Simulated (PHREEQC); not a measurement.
Polishing slurry liquid

Dissolve 0.0013 mol TMAH, 1.7e-05 mol H4SiO4 and 0.035 mol CuSO4 per kg of water at 25 °C. Closed to the air; pH follows from the charge balance.

Model: ion-association model, wateq4f.dat, run in PHREEQC.

Each row changes one thing in this solution. No solid was allowed to form.

| case | pH | ionic strength (mol/kgw) | SO4-2 (mol/kgw) | Cu+2 (mol/kgw) | CuSO4 (mol/kgw) | Cu2(OH)2+2 (mol/kgw) | SI of Cu(OH)2 (Cu(OH)2) | SI of Quartz (SiO2) |
|---|---|---|---|---|---|---|---|---|
| as made | 5.45 | 0.0837 | 0.0211 | 0.0198 | 0.0139 | 0.000625 | +0.19 | -0.78 |
| H4SiO4 from 1.7e-05 to 1.7e-06 mol/kgw | 5.45 | 0.0837 | 0.0211 | 0.0198 | 0.0139 | 0.000625 | +0.19 | -1.78 |
| diluted 10-fold with water | 5.69 | 0.0112 | 0.00283 | 0.00270 | 0.000674 | 5.24e-5 | -0.00 | -1.79 |
| 0.039 mol/kgw RbOH added | 7.51 | 0.117 | 0.0342 | 0.000827 | 0.000764 | 0.0132 | +2.89 | -0.78 |
| 0.001 mol/kgw HCl added | 5.13 | 0.0841 | 0.0208 | 0.0205 | 0.0142 | 0.000148 | -0.45 | -0.78 |
| temperature from 25 to 60 °C | 4.82 | 0.0808 | 0.0204 | 0.0190 | 0.0146 | 0.000672 | +0.06 | -1.24 |
| 0.0006 mol/kgw H3PO4 added | 5.31 | 0.0840 | 0.0209 | 0.0202 | 0.0141 | 0.000330 | -0.10 | -0.78 |

Some of these states are supersaturated (in Brochantite, Antlerite, Cu(OH)2, for instance). (CH3)4N+ isn't in the database: it is added as a free cation with an ion size of 4 Å. Constants without temperature data keep their 25 °C values here. The database's constant for dissolved Cu(OH)2 is higher than later reviews accept.
